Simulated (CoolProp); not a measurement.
Vapour-liquid equilibrium of R143a (1) + R1234yf (2) at 8.68 bar; x and y are mole fractions of (1).

Computed with CoolProp (multi-fluid Helmholtz-energy mixture model, Lemmon and Jacobsen 2000 and Lemmon 2022; pair parameters Bell 2016).

```tsv
x	bubble temperature, mixture model (°C)	bubble temperature, Raoult's law (°C)	y, mixture model	y, Raoult's law
0.05	32.2	32.3	0.080	0.088
0.2	27.8	28.1	0.291	0.315
0.35	24.0	24.3	0.467	0.499
0.5	20.6	20.8	0.617	0.651
0.65	17.5	17.7	0.748	0.777
0.8	14.7	14.8	0.863	0.883
0.95	12.1	12.1	0.967	0.973
```

The largest gap from Raoult's law is -0.3 K in bubble temperature, at x = 0.35. No azeotrope shows between x = 0.05 and 0.95.

The pair parameters rest on a limited set of measurements; away from them the model extrapolates.
